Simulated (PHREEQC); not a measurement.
Solution A (0.0035 mol/kgw H3BO3 and 0.004 mol/kgw Na2CO3) is mixed with solution B (0.016 mol/kgw K2CO3, 0.00092 mol/kgw KNO3 and 0.00042 mol/kgw H3BO3) at 25 °C; shares are by mass of water, 1 kg in all. Oxygen alone is held at its pressure in air (log pO2 = -0.68). No CO2 enters from the air. Precipitation was switched off in this run.

Equilibrium calculation in PHREEQC: ion-association model, phreeqc.dat.

| share of solution B | pH | CO3-2 (mol/kgw) | H2BO3- (mol/kgw) | H3BO3 (mol/kgw) |
|---|---|---|---|---|
| 0 | 9.78 | 0.00106 | 0.00277 | 0.000728 |
| 0.1 | ? | 0.00210 | 0.00280 | 0.000392 |
| 0.2 | 10.24 | 0.00332 | 0.00265 | 0.000234 |
| 0.3 | ? | 0.00462 | 0.00243 | 0.000149 |
| 0.4 | 10.51 | 0.00596 | 0.00217 | 9.92e-5 |
| 0.5 | ? | 0.00733 | 0.00189 | 6.70e-5 |
| 0.6 | 10.71 | 0.00872 | 0.00161 | 4.53e-5 |
| 0.7 | 10.80 | 0.0101 | 0.00131 | 3.02e-5 |
| 0.8 | 10.88 | 0.0115 | 0.00102 | 1.94e-5 |
| 0.9 | 10.95 | 0.0129 | 0.000717 | 1.15e-5 |
| 1 | 11.01 | 0.0143 | 0.000414 | 5.68e-6 |

Task: Fill in the missing entries.

Result: 
- 0.1, pH: 10.04
- 0.3, pH: 10.39
- 0.5, pH: 10.62
